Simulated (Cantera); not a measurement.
An isothermal, constant-pressure homogeneous reactor starts with 14.5 % H2, 85.5 % O2, equivalence ratio 0.085, at 1175 K and 0.00880 bar.

Model: GRI-Mech 3.0 (53 species, 325 reactions), integrated in Cantera. Radical loss at walls, strong at low pressure, is not modelled. The temperature is held fixed by assumption; the heat of reaction is taken as removed at once.

x: mole fraction; the columns are a selection and need not sum to one.

```json
[
 {"t (s)": "1.00e-6", "x H2": "0.145", "x O2": "0.855", "x OH": "<1e-12", "x H": "4.62e-11", "x H2O": "<1e-12"},
 {"t (s)": "4.13e-6", "x H2": "0.145", "x O2": "0.855", "x OH": "4.59e-12", "x H": "1.87e-10", "x H2O": "<1e-12"},
 {"t (s)": "1.71e-5", "x H2": "0.145", "x O2": "0.855", "x OH": "6.85e-11", "x H": "7.30e-10", "x H2O": "1.14e-11"},
 {"t (s)": "7.06e-5", "x H2": "0.145", "x O2": "0.855", "x OH": "8.00e-10", "x H": "2.83e-9", "x H2O": "5.92e-10"},
 {"t (s)": "0.000292", "x H2": "0.145", "x O2": "0.855", "x OH": "(withheld)", "x H": "2.47e-8", "x H2O": "3.01e-8"},
 {"t (s)": "0.00120", "x H2": "0.145", "x O2": "0.855", "x OH": "(withheld)", "x H": "2.68e-5", "x H2O": "4.94e-5"},
 {"t (s)": "0.00498", "x H2": "0.00515", "x O2": "0.768", "x OH": "(withheld)", "x H": "0.0415", "x H2O": "0.117"},
 {"t (s)": "0.0206", "x H2": "0.00346", "x O2": "0.798", "x OH": "(withheld)", "x H": "0.0207", "x H2O": "0.134"},
 {"t (s)": "0.0850", "x H2": "0.000720", "x O2": "0.835", "x OH": "(withheld)", "x H": "0.00176", "x H2O": "0.153"},
 {"t (s)": "0.351", "x H2": "4.43e-5", "x O2": "0.843", "x OH": "(withheld)", "x H": "2.66e-5", "x H2O": "0.156"},
 {"t (s)": "1.45", "x H2": "3.54e-6", "x O2": "0.843", "x OH": "(withheld)", "x H": "6.15e-7", "x H2O": "0.157"},
 {"t (s)": "6.00", "x H2": "4.73e-7", "x O2": "0.843", "x OH": "(withheld)", "x H": "3.06e-8", "x H2O": "0.157"}
]
```

### Question
What belongs in the gaps?

### Answer

- 0.000292, x OH: 1.16e-8
- 0.00120, x OH: 1.33e-5
- 0.00498, x OH: 0.00714
- 0.0206, x OH: 0.00595
- 0.0850, x OH: 0.00274
- 0.351, x OH: 0.000684
- 1.45, x OH: 0.000195
- 6.00, x OH: 7.19e-5
